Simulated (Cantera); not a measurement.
A closed system holds: 1 mol AlCl3, 1.1 mol HCl, 480 mol H2, equilibrated at 0.000330 bar.

These are equilibrium values from Cantera (NASA tables, ideal gas, pure condensed phases), not measurements of a reactor. Candidate condensed phases: Al, AlCl3; 12 gas species. The tables' values for AlCl2 are old estimates; treat these amounts as uncertain. Equilibrium is a limit: real reactors are often held back by kinetics, nucleation or transport.

x: gas mole fraction; nothing condenses.

| T (K) | x H2 | x H | x HCl | x AlCl3 |
|---|---|---|---|---|
| 650 | 0.996 | <1e-12 | 0.00228 | 0.00207 |
| 800 | 0.996 | 1.59e-10 | 0.00228 | 0.00207 |
| 950 | 0.996 | 3.06e-8 | 0.00230 | 0.00206 |
| 1100 | 0.994 | 1.42e-6 | 0.00361 | 0.00135 |
| 1250 | 0.992 | 2.65e-5 | 0.00604 | 0.000136 |
| 1400 | 0.991 | 0.000267 | 0.00637 | 5.21e-6 |
| 1550 | 0.990 | ? | 0.00640 | ? |
| 1700 | 0.983 | ? | 0.00637 | ? |
| 1850 | 0.962 | 0.0291 | 0.00630 | 4.56e-9 |
| 2000 | 0.906 | 0.0852 | 0.00612 | 7.45e-10 |
| 2150 | 0.786 | 0.206 | 0.00556 | 1.10e-10 |

**Question.** Some entries are withheld; supply them.

**Answer.** 
- 1700, x H: 0.00804
- 1700, x AlCl3: 3.27e-8
- 1550, x H: 0.00172
- 1550, x AlCl3: 3.26e-7
